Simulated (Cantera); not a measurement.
A counterflow diffusion flame at 0.390 bar, nozzles 20 mm apart: fuel side CH₄ : CO : N₂ = 1 : 0.2 : 0.25 (molar parts) at 300 K, oxidiser side O₂ : N₂ = 0.19 : 0.81 (molar parts) at 523 K, fuel mass flux 0.9 times the oxidiser's; mixture-averaged transport, no radiation.

Computed with Cantera and GRI-Mech 3.0 (53 species, 325 reactions). GRI-Mech 3.0 has no aromatics or soot, which form on the fuel side of real flames. The maximum strain rate includes the flame's own expansion and is several times the mean. A flux with no burning solution from the previous one only brackets extinction.

x: mole fraction; the columns are a selection and need not sum to one.

| oxidiser flux (kg/m²/s) | max strain (1/s) | mean strain (1/s) | T max (K) | peak x OH | peak x H | peak x NO | peak x CO | peak x C₂H₂ |
|---|---|---|---|---|---|---|---|---|
| 0.098 | 164 | 33.3 | 1929 | 0.00614 | 0.00545 | 0.000148 | 0.138 | 0.00810 |
| 0.12 | 196 | 40.7 | 1917 | 0.00599 | 0.00552 | 0.000134 | 0.138 | 0.00775 |
| 0.16 | … | 54.3 | 1901 | 0.00580 | 0.00560 | … | 0.138 | 0.00724 |
| 0.2 | 310 | 67.9 | 1890 | 0.00566 | 0.00565 | 9.76e-5 | 0.138 | 0.00684 |
| 0.25 | … | 84.9 | 1875 | 0.00545 | 0.00564 | … | 0.138 | … |
| 0.32 | 476 | 109 | 1854 | 0.00514 | 0.00552 | 6.25e-5 | 0.138 | 0.00553 |
| 0.41 | 597 | 139 | 1829 | 0.00474 | 0.00526 | 4.44e-5 | 0.138 | 0.00461 |
| 0.52 | 738 | 177 | 1791 | 0.00416 | 0.00474 | 2.68e-5 | 0.138 | 0.00343 |

Task: Fill in the missing entries.

Result: 
- 0.16, max strain (1/s): 253
- 0.16, peak x NO: 0.000113
- 0.25, max strain (1/s): 380
- 0.25, peak x NO: 8.11e-5
- 0.25, peak x C₂H₂: 0.00629
